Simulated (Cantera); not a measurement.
An adiabatic, constant-pressure homogeneous reactor starts with 14.2 % H₂, 8.09 % O₂, 77.7 % N₂, equivalence ratio 0.88, at 1623 K and 4200 Torr.

Computed with Cantera and the H2/O2 subset of GRI-Mech 3.0, which has no nitrogen chemistry. The hydrogen kinetics of GRI-Mech 3.0 are dated; newer H2 mechanisms differ, most at raised pressure.

One state of this run: T (K) = 2550; x H₂ = 0.00446; x O₂ = 0.0108; x OH = 0.00630; x HO₂ = 3.26e-6; x H = 0.000889. x: mole fraction; the columns are a selection and need not sum to one.

Which value of t (s) does it belong to?
(A) 0.0104
(B) 1.25e-5
(C) 2.89e-5
(D) 5.37e-6

A, 0.0104
